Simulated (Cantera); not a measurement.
Input: 1 mol BF₃, a varied amount of H₂O, 11 mol H₂, 1.1 mol NH₃, equilibrated at 975 K and 0.375 Torr.

Equilibrium computed with Cantera from the NASA thermochemical tables; the gas is ideal and each condensed phase is pure. Candidate condensed phases: B, BN, B₂O₃, B₃O₃H₃, H₂O; 62 gas species. Gases not in the tables: H₃BO₃. The numbers say what is thermodynamically allowed, not how fast it happens.

log p: log10 of the partial pressure in bar; n: condensed amount in mol.

```csv
n(H₂O) (mol),log p H₂,log p H₂O,log p HF,log p N₂,log p BF₃,log p B₃O₃F₃,log p BOF,n B₂O₃(l)
1,-3.39,-4.88,-4.41,-4.75,-4.75,-5.75,-6.15,?
1.3,-3.40,-4.72,-4.35,-4.76,-4.82,-5.81,-6.17,?
1.7,-3.41,-4.56,-4.30,-4.77,-4.89,-5.89,-6.20,?
2.2,-3.42,-4.42,-4.26,-4.78,-4.99,-5.98,-6.23,?
2.9,-3.44,-4.27,-4.23,-4.80,-5.10,-6.10,-6.27,?
3.8,-3.46,-4.14,-4.21,-4.83,-5.24,-6.23,-6.31,?
4.9,-3.49,-4.03,-4.20,-4.85,-5.39,-6.38,-6.36,0.384
6.4,-3.52,-3.92,-4.21,-4.88,-5.58,-6.57,-6.43,0.413
8.3,-3.56,-3.82,-4.23,-4.92,-5.78,-6.77,-6.49,0.434
11,-3.61,-3.73,-4.26,-4.97,-6.02,-7.01,-6.57,0.449
```

Problem. Some entries are withheld; supply them.

Solution. 
- 1, n B₂O₃(l): 0.134
- 1.3, n B₂O₃(l): 0.175
- 1.7, n B₂O₃(l): 0.219
- 2.2, n B₂O₃(l): 0.262
- 2.9, n B₂O₃(l): 0.308
- 3.8, n B₂O₃(l): 0.350
